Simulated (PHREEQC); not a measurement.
Dissolve 0.0041 mol/kgw CuSO4 and 0.015 mol/kgw KCl at 25 °C. Closed to the air; pH follows from the charge balance.

Model: ion-association model, wateq4f.dat, run in PHREEQC.

This is a speciation only: nothing precipitates in the calculation.

Question: Order these Cu species by the share of Cu that they hold, largest first: CuCl+, Cu+2, Cu2(OH)2+2, CuSO4.

Answer: Cu+2 (82 %), CuSO4 (16 %), CuCl+ (1.8 %), Cu2(OH)2+2 (0.19 %)

The pH is 5.07 and the ionic strength 0.0282 mol/kgw. Saturation is exceeded, for instance for Brochantite, Antlerite; the values hold only as long as no solid forms. Species that the database lacks are ignored.
